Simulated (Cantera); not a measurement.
Pyrogenic steam for wet oxidation

A perfectly stirred reactor is fed with H₂ : O₂ : N₂ = 0.73 : 1 : 0.51 (molar parts), at 92000 Pa; it is held at 1275 K, and followed from long to short residence time.

Model: the H2/O2 subset of GRI-Mech 3.0, which has no nitrogen chemistry, integrated in Cantera. The temperature is held fixed by assumption; the heat of reaction is taken as removed at once.

```tsv
τ (s)	x H₂	x O₂	x OH	x H₂O	x H₂O₂	x O	x H
23	1.44e-5	0.339	5.46e-5	0.389	8.01e-8	7.35e-7	1.65e-8
8.2	2.97e-5	0.339	7.40e-5	0.389	1.39e-7	1.44e-6	4.53e-8
2.8	6.29e-5	0.339	0.000102	0.389	2.47e-7	2.97e-6	1.31e-7
0.99	0.000130	0.339	0.000139	0.389	4.29e-7	6.18e-6	3.67e-7
0.34	0.000274	0.339	0.000191	0.389	7.65e-7	1.34e-5	1.07e-6
0.12	0.000563	0.339	0.000261	0.388	1.39e-6	2.91e-5	3.02e-6
0.041	0.00117	0.339	0.000362	0.388	2.65e-6	6.52e-5	8.80e-6
0.014	0.00234	0.339	0.000518	0.386	4.96e-6	0.000145	2.57e-5
0.0050	0.00435	0.340	0.000759	0.384	8.25e-6	0.000305	7.13e-5
```
x: mole fraction; the columns are a selection and need not sum to one.
